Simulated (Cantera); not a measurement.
Input: 1 mol Si3N4, 0.036 mol CO2, 3.7 mol H2, equilibrated at 1025 K and 3.70 Pa.

These are equilibrium values from Cantera (NASA tables, ideal gas, pure condensed phases), not measurements of a reactor. Candidate condensed phases: C, C6H6, C7H8, C8H18, H2O, Si, SiC, SiO2, Si2N2O, Si3N4; 151 gas species. Mutual solubility and eutectic melting of coexisting phases are not modelled. Kinetics and transport are ignored.

Base state: H2 0.987, N2 0.0128 (mole fractions); condensed: SiC(s) + Si2N2O(s) + Si3N4(s).

Question: What changes in the equilibrium state with this change: Si3N4 replaced by Si?

Answer: 
| species | before | after |
|---|---|---|
| H2 | 0.987 | 1.000 |
| SiO | <1e-9 | 3.90e-5 |
| N2 | 0.0128 | 0 |
| SiC(s), mol | 0.0360 | 0.0360 |
| Si2N2O(s), mol | 0.0720 | 0 |
| Si3N4(s), mol | 0.940 | 0 |
| Si(s), mol | 0 | 0.928 |
| SiO2(β-quartz), mol | 0 | 0.0359 |

Question: What changes in the equilibrium state with this change: temperature from 1025 K to 2173 K?

Answer: 
| species | before | after |
|---|---|---|
| H | 7.12e-7 | 0.339 |
| Si | <1e-9 | 0.281 |
| N2 | 0.0128 | 0.190 |
| H2 | 0.987 | 0.182 |
| SiO | <1e-9 | 0.00348 |
| SiH | <1e-9 | 0.000341 |
| SiC(s), mol | 0.0360 | 0 |
| Si2N2O(s), mol | 0.0720 | 0 |
| Si3N4(s), mol | 0.940 | 0 |
The tables' values for SiN are old estimates; treat these amounts as uncertain.

Question: What changes in the equilibrium state with this change: temperature from 1025 K to 1975 K?

Answer: 
| species | before | after |
|---|---|---|
| H2 | 0.987 | 0.333 |
| Si | <1e-9 | 0.311 |
| N2 | 0.0128 | 0.215 |
| H | 7.12e-7 | 0.130 |
| SiO | <1e-9 | 0.00544 |
| Si2C | <1e-9 | 0.00145 |
| SiC(s), mol | 0.0360 | 0 |
| Si2N2O(s), mol | 0.0720 | 0 |
| Si3N4(s), mol | 0.940 | 0 |
The tables' values for SiN are old estimates; treat these amounts as uncertain. Gases not in the tables: Si2H6 and higher silanes.
